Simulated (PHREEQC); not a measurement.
PHREEQC input (ion-association model, wateq4f.dat):

```
PHASES
  Fix_H+
    H+ = H+
    -log_k 0
SOLUTION 1
  temp 25
  units mol/kgw
  pH 7 charge
  Cl 0.003
  Na 0.003
END
SELECTED_OUTPUT 1
  -reset false
  -pH true
  -pe true
  -ionic_strength true
  -water true
  -totals Ca Cl F Na
  -molalities H+ Ca+2 Cl- F- Na+ CaOH+ O2 OH- CaF+ HF
    HF2- H2F2 NaF
  -equilibrium_phases Fluorite Portlandite
PRINT
  -reset false
USE solution 1
EQUILIBRIUM_PHASES 1
  Fix_H+ -2 HCl 10
    -force_equality true
  Fluorite 0 0.1
  Portlandite 0 0
  O2(g) -0.68 10
END
# ... the last block is repeated for the other 16 points of pH, with NaOH or the acid as the point needs
```

Selected output (columns that matter, 15 of 17 rows; pH added in front):

```
pH	mu	Ca	Cl	F	Na	m_H+	m_Ca+2	m_Cl-	m_F-	m_Na+	m_CaOH+	m_OH-	m_HF	Fluorite
2	0.018431	0.0014097	0.016822	0.0028194	0.003	0.011205	0.0014082	0.016822	0.00019835	0.0029997	1.5835e-14	1.1484e-12	0.0025805	0.09859
2.69	0.0068127	0.00053593	0.0059963	0.0010719	0.003	0.0022072	0.000535	0.0059963	0.00028055	0.0029996	3.3674e-14	5.3558e-12	0.00078505	0.099464
3.38	0.0043099	0.00028905	0.003657	0.0005781	0.003	0.00044467	0.00028836	0.003657	0.00036427	0.0029995	9.3183e-14	2.5795e-11	0.00021177	0.099711
4.06	0.0037748	0.00022801	0.0031421	0.00045602	0.003	9.258e-05	0.00022739	0.0031421	0.00040519	0.0029994	3.5599e-13	1.2294e-10	4.9434e-05	0.099772
5.44	0.0036362	0.0002114	0.003006	0.00042279	0.003	3.8557e-06	0.0002108	0.003006	0.00041942	0.0029994	7.9429e-12	2.9456e-09	2.1357e-06	0.099789
6.12	0.0036314	0.00021082	0.0030012	0.00042163	0.003	8.0554e-07	0.00021022	0.0030012	0.00041995	0.0029994	3.7917e-11	1.4098e-08	4.4679e-07	0.099789
6.81	0.0036304	0.00021069	0.0030002	0.00042139	0.003	1.6447e-07	0.0002101	0.0030002	0.00042007	0.0029994	1.856e-10	6.9049e-08	9.1249e-08	0.099789
7.5	0.0036305	0.00021067	0.003	0.00042134	0.0030003	3.358e-08	0.00021007	0.003	0.00042009	0.0029997	9.0894e-10	3.3819e-07	1.8632e-08	0.099789
8.19	0.0036318	0.00021067	0.003	0.00042134	0.0030017	6.8563e-09	0.00021007	0.003	0.00042011	0.003001	4.4516e-09	1.6564e-06	3.8042e-09	0.099789
8.88	0.0036384	0.0002107	0.003	0.00042139	0.0030081	1.3999e-09	0.00021008	0.003	0.00042016	0.0030075	2.1801e-08	8.1131e-06	7.7678e-10	0.099789
9.56	0.0036694	0.00021083	0.003	0.00042167	0.0030389	2.9255e-10	0.00021014	0.003	0.00042043	0.0030383	1.0429e-07	3.8842e-05	1.6235e-10	0.099789
10.94	0.0045778	0.0002146	0.003	0.0004292	0.0039409	1.2267e-11	0.00021154	0.003	0.00042778	0.0039401	2.4678e-06	0.00093847	6.8352e-12	0.099785
11.62	0.0082632	0.00022729	0.003	0.00045458	0.0076067	2.6094e-12	0.00021542	0.003	0.00045237	0.0076051	1.1285e-05	0.0045954	1.4747e-12	0.099773
12.31	0.027827	0.00027111	0.003	0.00054222	0.027116	5.5844e-13	0.0002228	0.003	0.00053563	0.02711	4.7752e-05	0.024068	3.3167e-13	0.099729
13	0.13939	0.000397	0.003	0.000794	0.13858	1.2317e-13	0.0002258	0.003	0.00076051	0.13854	0.00017069	0.13541	8.1274e-14	0.099603
```
